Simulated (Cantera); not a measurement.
Ignition delay

Mixture: CH₄ : O₂ : N₂ = 1 : 3.85 : 14.5 (molar parts), at 760 Torr, adiabatic and at constant pressure. Ignition delay is the time to a rise of 400 K.

Computed with Cantera and GRI-Mech 3.0 (53 species, 325 reactions).

| T0 (K) | delay (ms) |
|---|---|
| 1198 | 33.1 |
| 1298 | 8.55 |
| 1398 | 2.61 |
| 1498 | 0.949 |
| 1598 | 0.409 |
| 1698 | 0.201 |
| 1798 | 0.109 |
| 1898 | 0.0640 |
| 1998 | 0.0399 |

```
Quantity                                                Result
--------------------------------------------------  ----------
apparent activation energy between 1798 and 1998 K  150 kJ/mol
```
